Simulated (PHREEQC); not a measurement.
A made-up water analysis in mg/kgw, 35 °C, pH 5.64, pe 8:

| constituent | mg/kgw |
|---|---|
| Na | 1.5 |
| K | 0.71 |
| Ca | 0.424 |
| Mg | 0.0629 |
| Cl | 0.763 |
| S(6) as SO4 | 2.78 |
| Alkalinity as HCO3 | 1.82 |
| Sr | 0.0163 |
| Pb | 0.0338 |
| O(0) (dissolved oxygen) | 0.00295 |
| N(5) as NO3 | 0.105 |
| Si as SiO2 | 0.0196 |

Valence states are taken as typed.

Computed with PHREEQC (ion-association model, phreeqc.dat).

| quantity | before | after |
|---|---|---|
| CO2 (mol/kgw) | 0.000148 | 1.38e-5 |
| HCO3- (mol/kgw) | 3.21e-5 | 2.99e-5 |
| Pb+2 (mol/kgw) | 1.54e-7 | 1.32e-7 |
| CaSO4 (mol/kgw) | 5.16e-8 | 5.17e-8 |
| MgSO4 (mol/kgw) | 1.98e-8 | 1.98e-8 |
| NaSO4- (mol/kgw) | 9.46e-9 | 9.46e-9 |
| SI of Quartz (SiO2) | -2.65 | -2.65 |
| SI of Cerussite (PbCO3) | -2.94 | -2.03 |

### Question
Name the change that produced these shifts.
(A) pH from 5.64 to 6.64 at the same alkalinity
(B) Si from 0.0196 to 0.0588 mg/kgw
(C) all concentrations times 2 at the same typed pH
(D) pH from 5.64 to 5.5 at the same alkalinity

### Answer
A, pH from 5.64 to 6.64 at the same alkalinity

No solid was allowed to form.
